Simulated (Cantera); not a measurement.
What does this Cantera script print?

```python
import numpy as np
import cantera as ct

gas_names = """
    C CO COS CO2 CS CS2 C2 C2O C3 C3O2 C4 C5 Fe FeC5O5 FeO O O2 O3 S SO SO2 SO3 S2 S2O S8
""".split()
cond_names = """
    C(gr) Fe(a) Fe(c) Fe(d) Fe(L) FeC5O5(L) FeO(s) FeO(L) FeS(a) FeS(b) FeS(c) FeS(L) FeSO4(s) FeS2(s)
    Fe2O3(s) Fe2S3O12(s) Fe3O4(s) S(cr1) S(cr2) S(L)
""".split()


# ... load() reads the species with a 1 bar reference pressure and builds the phases ...
atoms = {
    'Fe': {'Fe': 1},
    'SO2': {'S': 1, 'O': 2},
    'CO': {'C': 1, 'O': 1},
}
top_T = {'C(gr)': 4500, 'FeSO4(s)': 950, 'FeS2(s)': 1010, 'Fe2O3(s)': 1830, 'Fe2S3O12(s)': 1100, 'Fe3O4(s)': 1870}  # K; cautious upper limits of use, not melting points


# ... equilibrate(T, P, feed) seeds the gas with the atoms and calls Mixture.equilibrate('TP', solver="vcs", rtol=1e-11, max_steps=5000) ...
results = []
feed = {'Fe': 1, 'SO2': 0.14, 'CO': 0.36}  # mol
T = 1873  # K
P = 130  # Pa
mix = equilibrate(T, P, feed)
results.append((T, P, feed, dict(zip(mix.species_names, mix.species_moles))))
x = sorted(zip(gas.X, gas.species_names), reverse=True)
print(f"T = {T:g} K  P = {P:g} Pa  gas = {mix.phase_moles(0):.4g} mol")
print("   x: " + "  ".join(f"{s} {v:.3e}" for v, s in x if v > 0.001))
print("   condensed (mol): " + ("  ".join(f"{mix.phase(i).name} {mix.phase_moles(i):.4g}"
      for i in range(1, mix.n_phases) if mix.phase_moles(i) > 1e-12) or "none"))
```

Output:

```
T = 1873 K  P = 130 Pa  gas = 0.4795 mol
   x: CO 6.750e-01  S2 1.034e-01  CO2 7.560e-02  Fe 6.082e-02  SO2 3.795e-02  SO 3.461e-02  S 1.168e-02
   condensed (mol): Fe(L) 0.7802  FeO(L) 0.1904
```

Method: chemical equilibrium by Gibbs-energy minimisation in Cantera with the NASA 1993 tables (ideal gas, pure condensed phases). Each liquid is taken as pure. Mutual solubility and eutectic melting of coexisting phases are not modelled. The tables' stoichiometric FeO is somewhat more stable than real wüstite, so its field is too wide. FeO: taken at fixed stoichiometry.
